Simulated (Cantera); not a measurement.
Equilibrium for roasting and sulfation: FeS2 + O2 + N2

Feed: 1 mol FeS2, 0.49 mol O2, 4.4 mol N2, held at 1100 K and 13300 Pa.

These are equilibrium values from Cantera (NASA tables, ideal gas, pure condensed phases), not measurements of a reactor. Candidate condensed phases: Fe, FeO, FeS, FeSO4, FeS2, Fe2O3, Fe2(SO4)3, Fe3O4, S; 19 gas species. FeS: taken at fixed stoichiometry. Gases not in the tables: S3 to S7. The numbers say what is thermodynamically allowed, not how fast it happens.

```json
{
  "x(N2)": "0.855",
  "x(SO2)": "0.0947",
  "x(S2)": "0.0488",
  "x(S2O)": "0.00108",
  "x(SO)": "5.96e-5",
  "n(FeS(s))": "1.00 mol",
  "gas_amount": "5.144 mol",
  "log10 activity of S(l) (absent)": "-1.70",
  "log10 activity of Fe(α) (absent)": "-3.25"
}
```
